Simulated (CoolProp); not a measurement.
Isobutane at 356.51 K and 2.54 MPa flows at 5.2 m/s in a round tube of 1 mm bore and 45 µm roughness, fully developed (64/Re and Nu = 3.66 if laminar; Colebrook and Gnielinski if turbulent). Each further row changes one setting.

Computed with CoolProp (reference Helmholtz-energy equation of state, Bücker 2006).

| case | Reynolds number | Darcy friction factor | pressure drop (Pa/m) | heat-transfer coefficient (W/(m² K)) | mass flow (kg/h) |
|---|---|---|---|---|---|
| as stated | 28400 | 0.0690 | 439000 | ___ | 6.92 |
| velocity 10.4 m/s | 56800 | ___ | 1750000 | 47600 | ___ |
| diameter 2 mm | 56800 | ___ | 164000 | ___ | 27.7 |

What belongs in the gaps?


- as stated, heat-transfer coefficient (W/(m² K)): 23500
- velocity 10.4 m/s, Darcy friction factor: 0.0686
- velocity 10.4 m/s, mass flow (kg/h): 13.8
- diameter 2 mm, Darcy friction factor: 0.0515
- diameter 2 mm, heat-transfer coefficient (W/(m² K)): 19500

Viscosity comes from a separate model (Vogel 2000). Thermal conductivity comes from a separate model (Perkins 2002).
